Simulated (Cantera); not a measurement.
Premixed flame

A freely propagating, adiabatic, planar premixed flame of CH4 : H2 : O2 : N2 = 1 : 0.15 : 2.53 : 9.51 (molar parts), unburnt at 425 K and 0.600 bar; mixture-averaged transport, grid criteria slope 0.08 and curve 0.16, no radiation.

Computed with Cantera and GRI-Mech 3.0 (53 species, 325 reactions). Burning velocities carry a grid error of a few per cent, more on coarse grids.

```csv
z (mm),T (K),u (m/s),x CH4,x H2,x O2,x NO,x O,x CH2O
-1.86,425,0.709,0.0758,0.0115,0.192,<1e-8,<1e-8,2.32e-8
-1.24,426,0.711,0.0757,0.0119,0.192,<1e-8,<1e-8,4.62e-7
-0.930,431,0.719,0.0754,0.0123,0.191,<1e-8,<1e-8,3.35e-6
-0.620,473,0.791,0.0731,0.0133,0.189,3.15e-8,6.95e-8,4.62e-5
-0.310,814,1.37,0.0546,0.0152,0.163,5.69e-7,9.72e-6,0.000455
-0.155,1200,2.04,0.0315,0.0161,0.128,1.47e-6,0.000130,0.000768
0,1571,2.69,0.00811,0.0147,0.0844,3.05e-6,0.00109,0.000598
0.155,1726,2.95,0.000663,0.0103,0.0589,5.03e-6,0.00369,9.63e-5
0.310,1774,3.02,2.78e-5,0.00807,0.0501,6.53e-6,0.00501,4.81e-6
0.620,1831,3.10,7.89e-8,0.00730,0.0450,8.63e-6,0.00502,1.53e-8
1.24,1902,3.20,<1e-8,0.00633,0.0419,1.18e-5,0.00407,<1e-8
2.48,1978,3.32,<1e-8,0.00461,0.0395,1.67e-5,0.00273,<1e-8
4.96,2042,3.41,<1e-8,0.00286,0.0375,2.42e-5,0.00158,<1e-8
```
x: mole fraction of selected species; z is measured from the peak of heat release.

```yaml
laminar_burning_velocity: 70.8 cm/s
thermal_thickness: 0.620 mm
peak x(O): 0.00518
peak x(CH2O): 0.000804
grid_points: 140
```
